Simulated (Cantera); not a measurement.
# Reactions in the system C-N-O-Ta

Cantera with NASA thermochemical tables; ideal gases at 1 bar, condensed phases pure. Values are per mole of reaction as written; species without (g) are pure solids or liquids, kept so even where they would boil at 1 bar. TaC: taken at fixed stoichiometry.

2 TaC + 2 NO2(g) → 2 CO2(g) + N2(g) + 2 Ta

```tsv
T (K)	ΔH° (kJ)	ΔS° (J/K)	ΔG° (kJ)	log10 K
300	-567.2	137.1	-608.3	105.92
1400	-576.3	127.4	-754.7	28.16
1450	-576.9	127.0	-761.1	27.42
1500	-577.6	126.6	-767.4	26.72
1550	-578.2	126.1	-773.7	26.07
1600	-578.9	125.7	-780.0	25.47
```
